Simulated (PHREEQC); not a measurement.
Consider water at 55 °C with 0.0142 mol/kgw H2SO4, 0.0076 mol/kgw MgCl2 and 0.15 mol/kgw CuCl2. Closed to the air; pH follows from the charge balance.

The numbers come from PHREEQC with the ion-association model, wateq4f.dat.

Precipitation was switched off in this run.

### Question
Order these Cl species by the share of Cl that they hold, largest first: CuCl2, CuCl+, Cl-.

### Answer
Cl- (80 %), CuCl+ (18 %), CuCl2 (2.6 %)

The pH is 1.74 and the ionic strength 0.361 mol/kgw. Complexes and solids missing from the database can't appear. At this temperature some constants are extrapolated from 25 °C, and those without enthalpy data are left unchanged.
